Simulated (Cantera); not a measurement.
Mixture: CH₃OH : O₂ : N₂ = 1 : 2.05 : 10.9 (molar parts), at 120000 Pa, adiabatic and at constant volume. Ignition delay is the time to a rise of 400 K.

Cantera simulation using GRI-Mech 3.0 (53 species, 325 reactions); the numbers are that mechanism's predictions, not measurements. GRI-Mech 3.0 was tuned for natural gas; its chemistry of methanol as a main component is partial and can be far from experiment.

What does this change do: 0.12 parts H2 added?


| quantity | before | after |
|---|---|---|
| delay at 1175 K | 14.2 ms | 12.5 ms |
| delay at 1275 K | 2.94 ms | 2.74 ms |
| delay at 1375 K | 0.803 ms | 0.766 ms |
| delay at 1475 K | 0.276 ms | 0.266 ms |
| delay at 1575 K | 0.114 ms | 0.110 ms |
| apparent activation energy between 1525 and 1625 K | 170 kJ/mol | 170 kJ/mol |
